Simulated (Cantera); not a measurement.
Feed: 1 mol Si(CH₃)₄, 2.3 mol CH₄, 5 mol H₂, at 2475 K and 173 Torr.

Method: chemical equilibrium by Gibbs-energy minimisation in Cantera with the NASA 1993 tables (ideal gas, pure condensed phases). Candidate condensed phases: C, C₆H₆, C₇H₈, C₈H₁₈, Si, SiC; 87 gas species. Gases not in the tables: Si₂H₆ and higher silanes. Kinetics and transport are ignored.

Base state: H₂ 0.939, H 0.0455, C₂H₂ (acetylene) 0.00913, Si 0.00386, SiC₂ 0.000930, Si₂C 0.000517, SiH 0.000492, SiH₂ 0.000198 (mole fractions); condensed: C(graphite) + SiC(s).

Q: What changes in the equilibrium state with this change: temperature from 2475 K to 2048.15 K?

A: 
```
species             before    after
----------------  --------  -------
H₂                   0.939    0.994
H                   0.0455  0.00466
C₂H₂ (acetylene)   0.00913  0.00104
Si                 0.00386  2.15e-5
Si₂                2.24e-5  1.63e-8
SiC₂              0.000930  1.11e-6
Si₂C              0.000517  7.18e-7
C(graphite), mol      5.07     5.27
SiC(s), mol          0.895    0.999
```

Q: What changes in the equilibrium state with this change: temperature from 2475 K to 2275 K?

A: 
```tsv
species	before	after
H₂	0.939	0.978
H	0.0455	0.0175
C₂H₂ (acetylene)	0.00913	0.00373
Si	0.00386	0.000433
Si₂	2.24e-5	1.07e-6
SiC₂	0.000930	5.48e-5
Si₂C	0.000517	3.26e-5
C₂H	3.01e-5	2.83e-6
C₄H₂	3.67e-5	5.80e-6
C(graphite), mol	5.07	5.19
SiC(s), mol	0.895	0.989
```
